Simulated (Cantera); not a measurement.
Feed: 1 mol SiH4, 7.2 mol N2, 0.065 mol HCl, held at 1750 K.

Cantera equilibrium calculation (NASA polynomials, part measured and part estimated; ideal gas, pure solids and liquids). Candidate condensed phases: NH4Cl, Si, Si3N4; 28 gas species. The numbers say what is thermodynamically allowed, not how fast it happens.

Task: At 0.230 bar, list the 4 most abundant gas species with their mole fractions, and the condensed phases.

Result: N2 0.760, H2 0.233, HCl 0.00743, H 0.000234. Condensed: Si3N4(s).
